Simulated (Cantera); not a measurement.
**Ignition delay**

Mixture: CH₄ : C₂H₆ : O₂ : N₂ = 1 : 0.18 : 1.64 : 6.18 (molar parts), at 6.40 bar, adiabatic and at constant volume. Ignition delay is the time to a rise of 400 K.

Model: GRI-Mech 3.0 (53 species, 325 reactions), integrated in Cantera.

```
T0 (K)  delay (ms)
------  ----------
1225         0.661
1300         0.289
1375         0.142
1450        0.0750
1525        0.0413
1600        0.0236
1675        0.0140
```

```yaml
apparent activation energy between 1525 and 1675 K: 150 kJ/mol
```
